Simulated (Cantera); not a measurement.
Mixture: H₂ : O₂ : N₂ = 1 : 0.278 : 1.72 (molar parts), equivalence ratio 1.8, at 5.60 bar, adiabatic and at constant volume. Ignition delay is the time to a rise of 400 K.

Detailed kinetics in Cantera: the H2/O2 subset of GRI-Mech 3.0, which has no nitrogen chemistry. The hydrogen kinetics of GRI-Mech 3.0 are dated; newer H2 mechanisms differ, most at raised pressure. Where the delays flatten at high temperature, the 400 K rule measures the pace of heat release, not the induction time.

**Question.** What does this change do: H2 1 to 0.41 parts?

**Answer.** 
```csv
quantity,before,after
delay at 1223 K,16.4 µs,16.1 µs
delay at 1423 K,4.48 µs,4.69 µs
delay at 1623 K,2.38 µs,2.65 µs
delay at 1823 K,1.66 µs,2.02 µs
delay at 2023 K,1.43 µs,1.91 µs
```

**Question.** What does this change do: O2 0.278 to 0.56 parts?

**Answer.** 
```json
[
 {"quantity": "delay at 1223 K", "before": "16.4 µs", "after": "10.4 µs"},
 {"quantity": "delay at 1423 K", "before": "4.48 µs", "after": "2.82 µs"},
 {"quantity": "delay at 1623 K", "before": "2.38 µs", "after": "1.48 µs"},
 {"quantity": "delay at 1823 K", "before": "1.66 µs", "after": "0.996 µs"},
 {"quantity": "delay at 2023 K", "before": "1.43 µs", "after": "0.810 µs"}
]
```
